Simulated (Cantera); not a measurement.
## Transport properties of process gases

Gas mixture: 32.7 % CH₄, 67.3 % H₂, at 0.0180 bar, frozen composition.

Cantera's kinetic-theory transport with the Lennard-Jones parameters of GRI-Mech 3.0, ideal gas; thermal conductivity in the mixture-averaged form. The composition is frozen, though it would react at the higher temperatures.

| T (K) | ρ (kg/m³) | cp (J/kg/K) | μ (µPa s) | λ (mW/m/K) | Pr | D (cm²/s) CH₃ | D (cm²/s) OH | D (cm²/s) NH₃ |
|---|---|---|---|---|---|---|---|---|
| 400 | 0.00357 | 4992 | 14.0 | 139 | 0.505 | 40.0 | 57.4 | 41.9 |
| 550 | 0.00260 | 5441 | 17.6 | 184 | 0.520 | 69.3 | 98.6 | 75.1 |
| 700 | 0.00204 | 5896 | 20.7 | 229 | 0.535 | 104 | 148 | 116 |
| 850 | 0.00168 | 6329 | 23.6 | 273 | 0.547 | 145 | 205 | 162 |
| 1000 | 0.00143 | 6721 | 26.3 | 317 | 0.557 | 190 | 268 | 215 |
| 1150 | 0.00124 | 7081 | 28.8 | 361 | 0.566 | 240 | 339 | 273 |
D: mixture-averaged diffusion coefficient of that species in the mixture.
